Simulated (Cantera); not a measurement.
## Low-pressure radical oxidation in H2/O2

An isothermal, constant-pressure homogeneous reactor starts with H2 : O2 : N2 = 0.14 : 1 : 0.59 (molar parts), equivalence ratio 0.070, at 1075 K and 0.00158 atm.

Computed with Cantera and GRI-Mech 3.0 (53 species, 325 reactions). Radical loss at walls, strong at low pressure, is not modelled. The temperature is held fixed by assumption; the heat of reaction is taken as removed at once.

```json
[
 {"t (s)": "1.00e-5", "x H2": "0.0809", "x O2": "0.578", "x OH": "<1e-12", "x H2O": "<1e-12", "x NO": "<1e-12", "x H": "3.65e-12", "x HO2": "3.67e-12"},
 {"t (s)": "5.37e-5", "x H2": "0.0809", "x O2": "0.578", "x OH": "<1e-12", "x H2O": "<1e-12", "x NO": "<1e-12", "x H": "1.93e-11", "x HO2": "1.97e-11"},
 {"t (s)": "0.000289", "x H2": "0.0809", "x O2": "0.578", "x OH": "1.05e-11", "x H2O": "2.54e-12", "x NO": "<1e-12", "x H": "9.64e-11", "x HO2": "1.06e-10"},
 {"t (s)": "0.00155", "x H2": "0.0809", "x O2": "0.578", "x OH": "1.72e-10", "x H2O": "2.40e-10", "x NO": "<1e-12", "x H": "5.33e-10", "x HO2": "5.69e-10"},
 {"t (s)": "0.00833", "x H2": "0.0809", "x O2": "0.578", "x OH": "1.36e-8", "x H2O": "5.57e-8", "x NO": "<1e-12", "x H": "3.16e-8", "x HO2": "3.09e-9"},
 {"t (s)": "0.0447", "x H2": "0.00672", "x O2": "0.534", "x OH": "0.00399", "x H2O": "0.0574", "x NO": "5.91e-9", "x H": "0.0296", "x HO2": "6.04e-7"},
 {"t (s)": "0.240", "x H2": "0.00216", "x O2": "0.532", "x OH": "0.00268", "x H2O": "0.0669", "x NO": "1.64e-7", "x H": "0.0222", "x HO2": "5.90e-7"},
 {"t (s)": "1.29", "x H2": "0.00117", "x O2": "0.547", "x OH": "0.00200", "x H2O": "0.0770", "x NO": "5.07e-7", "x H": "0.00779", "x HO2": "5.78e-7"},
 {"t (s)": "6.93", "x H2": "0.000101", "x O2": "0.559", "x OH": "0.000590", "x H2O": "0.0838", "x NO": "5.97e-7", "x H": "0.000184", "x HO2": "2.88e-7"},
 {"t (s)": "37.2", "x H2": "3.57e-6", "x O2": "0.560", "x OH": "0.000111", "x H2O": "0.0843", "x NO": "5.98e-7", "x H": "1.23e-6", "x HO2": "3.28e-8"},
 {"t (s)": "200", "x H2": "2.56e-7", "x O2": "0.560", "x OH": "2.99e-5", "x H2O": "0.0843", "x NO": "5.98e-7", "x H": "2.38e-8", "x HO2": "3.27e-9"}
]
```
x: mole fraction; the columns are a selection and need not sum to one.

Equilibrium at this temperature and pressure: H2 1.99e-9, O2 0.560, OH 2.65e-6, H2O 0.0843, NO 7.43e-5, H 1.65e-11, HO2 1.09e-9 (gas phase only).
